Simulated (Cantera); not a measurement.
## Equilibrium for silicon nitride deposition: SiCl4 + N2 + H2

A closed system holds: 1 mol SiCl4, a varied amount of N2, 50 mol H2, equilibrated at 25.0 mbar.

Cantera equilibrium calculation (NASA polynomials, part measured and part estimated; ideal gas, pure solids and liquids). Candidate condensed phases: NH4Cl, Si, Si3N4; 28 gas species. N2 is the only nitrogen source here; it is nearly inert below about 1500 K, so the nitride shown seldom forms there in practice. Mutual solubility and eutectic melting of coexisting phases are not modelled. The tables' values for SiCl3 are old estimates. The numbers say what is thermodynamically allowed, not how fast it happens.

Stable condensed phases:

```
T in °C \ n(N2) in mol
         0.47  1.6  2.8    4  5.1  6.3  7.5
   1452     A    A    A    A    A    B    B
   1377     A    C    B    B    B    B    B
   1302     C    B    B    B    B    B    B
   1227     B    B    B    B    B    B    B
   1152     B    B    B    B    B    B    B
   1077     B    B    B    B    B    B    B
   1002     B    B    B    B    B    B    B
    927     B    B    B    B    B    B    B
    852     B    B    B    B    B    B    B
    777     B    B    B    B    B    B    B
    702     B    B    B    B    B    B    B
    627     B    B    B    B    B    B    B
    552     B    B    B    B    B    B    B
    477     B    B    B    B    B    B    B
```

A: Si; B: Si3N4; C: Si + Si3N4.
